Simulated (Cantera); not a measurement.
An isothermal, constant-pressure homogeneous reactor starts with 19.4 % H2, 80.6 % O2, at 1175 K and 10.00 Torr.

Detailed kinetics in Cantera: the H2/O2 subset of GRI-Mech 3.0, which has no nitrogen chemistry. Radical loss at walls, strong at low pressure, is not modelled. The temperature is held fixed by assumption; the heat of reaction is taken as removed at once.

x: mole fraction; the columns are a selection and need not sum to one.

| t (s) | x H2 | x O2 | x HO2 | x H2O | x O | x H2O2 | x OH |
|---|---|---|---|---|---|---|---|
| 9.00e-6 | 0.194 | 0.806 | 7.96e-10 | 9.29e-12 | 5.68e-11 | <1e-12 | 5.22e-11 |
| 3.69e-5 | 0.194 | 0.806 | 3.27e-9 | 4.74e-10 | 8.00e-10 | <1e-12 | 6.08e-10 |
| 0.000152 | 0.194 | 0.806 | 1.35e-8 | 2.25e-8 | 1.32e-8 | 1.27e-11 | 7.89e-9 |
| 0.000622 | 0.194 | 0.806 | 1.02e-7 | 1.76e-5 | 6.92e-6 | 2.57e-10 | 3.99e-6 |
| 0.00255 | 0.00856 | 0.702 | 8.91e-6 | 0.152 | 0.0671 | ___ | 0.00880 |
| 0.0105 | 0.00479 | 0.745 | 9.74e-6 | 0.187 | 0.0341 | 3.71e-7 | 0.00674 |
| 0.0430 | 0.000572 | 0.781 | 5.94e-6 | 0.211 | 0.00380 | 3.44e-7 | 0.00233 |
| 0.176 | 3.01e-5 | 0.785 | 9.45e-7 | 0.214 | 0.000203 | ___ | 0.000538 |
| 0.724 | 2.81e-6 | 0.786 | 1.23e-7 | 0.214 | 1.95e-5 | ___ | 0.000167 |
| 2.97 | 4.25e-7 | 0.786 | 2.35e-8 | 0.214 | 3.01e-6 | ___ | 6.58e-5 |
| 12.2 | 8.33e-8 | 0.786 | 1.00e-8 | 0.214 | 5.97e-7 | ___ | 2.93e-5 |
| 50.0 | 2.25e-8 | 0.786 | 1.19e-8 | 0.214 | 1.62e-7 | 5.61e-10 | 1.52e-5 |

Fill in the missing entries.


- 0.00255, x H2O2: 2.72e-7
- 0.176, x H2O2: 1.07e-7
- 0.724, x H2O2: 2.67e-8
- 2.97, x H2O2: 6.77e-9
- 12.2, x H2O2: 1.74e-9
